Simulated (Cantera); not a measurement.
Feed: 1 mol C2F6, at 1473 K and 90.0 Torr.

Method: chemical equilibrium by Gibbs-energy minimisation in Cantera with the NASA 1993 tables (ideal gas, pure condensed phases). Candidate condensed phases: C; 13 gas species. The feed counts by its element totals alone. Gases not in the tables: C2F6 and larger saturated fluorocarbons. Kinetics and transport are ignored.

Base state: CF4 1.000, CF2 8.18e-5, CF3 3.82e-5 (mole fractions); condensed: C(graphite).

Q: What changes in the equilibrium state with this change: temperature from 1473 K to 2048 K?

A: 
```json
[
 {"species": "CF4", "before": "1.000", "after": "0.939"},
 {"species": "CF2", "before": "8.18e-5", "after": "0.0460"},
 {"species": "F", "before": "6.07e-6", "after": "0.00853"},
 {"species": "CF", "before": "<1e-9", "after": "4.99e-5"},
 {"species": "CF3", "before": "3.82e-5", "after": "0.00646"},
 {"species": "C(graphite), mol", "before": "0.500", "after": "0.465"}
]
```
